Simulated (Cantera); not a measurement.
Input: 1 mol PbCl2, 0.37 mol H2, 6.6 mol N2, held at 1973.15 K and 23.0 Pa.

Cantera equilibrium calculation (NASA polynomials, part measured and part estimated; ideal gas, pure solids and liquids). Candidate condensed phases: NH4Cl, Pb, PbCl2; 17 gas species. Kinetics and transport are ignored.

Base state: N2 0.690, Cl 0.130, Pb 0.0967, HCl 0.0714, PbCl 0.00772, H 0.00326, H2 0.00134, PbCl2 6.61e-5 (mole fractions); condensed: gas only.

**Question.** What changes in the equilibrium state with this change: PbCl2 replaced by SrCl2?

**Answer.** 
```
species   before    after
-------  -------  -------
N2         0.690    0.813
SrCl2          0    0.110
H2       0.00134   0.0317
Cl         0.130  0.00442
Pb        0.0967        0
HCl       0.0714   0.0118
H        0.00326   0.0159
SrCl           0  0.00968
PbCl     0.00772        0
```
Further candidate phases: Sr, SrCl2.
